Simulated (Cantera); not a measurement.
## Equilibrium for boron, boron nitride and boron oxide: B + O2

Input: 1 mol B, 1.5 mol O2, equilibrated at 1850 K and 21.0 mbar.

Equilibrium computed with Cantera from the NASA thermochemical tables; the gas is ideal and each condensed phase is pure. Candidate condensed phases: B, B2O3; 10 gas species. Rates play no part.

```json
{
 "x(O2)": "0.654",
 "x(B2O3)": "0.321",
 "x(BO2)": "0.0246",
 "x(O)": "0.00108",
 "x(BO)": "1.06e-5",
 "n(B2O3(l))": "0.122 mol",
 "gas_amount": "1.136 mol",
 "log10 activity of B(s) (absent)": "-10.46"
}
```
